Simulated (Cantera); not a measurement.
A freely propagating, adiabatic, planar premixed flame of C₂H₄ : O₂ : N₂ : H₂O = 1 : 3.37 : 14.2 : 1.2 (molar parts), unburnt at 450 K and 1.00 atm; unity-Lewis-number transport, grid criteria slope 0.08 and curve 0.16, no radiation.

Computed with Cantera and GRI-Mech 3.0 (53 species, 325 reactions). GRI-Mech 3.0 was tuned for natural gas; its chemistry of ethylene as a main component is partial and can be far from experiment. Unity Lewis numbers drop preferential diffusion, which matters most where H2 and H carry the flame. Burning velocities carry a grid error of a few per cent, more on coarse grids.

**Question.** Predict: laminar burning velocity; thermal thickness; peak x(C₂H₂); peak x(H₂O₂); peak x(CO).

**Answer.** 
```json
{
 "laminar_burning_velocity": "76.9 cm/s",
 "thermal_thickness": "0.353 mm",
 "peak x(C₂H₂)": "0.000763",
 "peak x(H₂O₂)": "0.000124",
 "peak x(CO)": "0.0506"
}
```
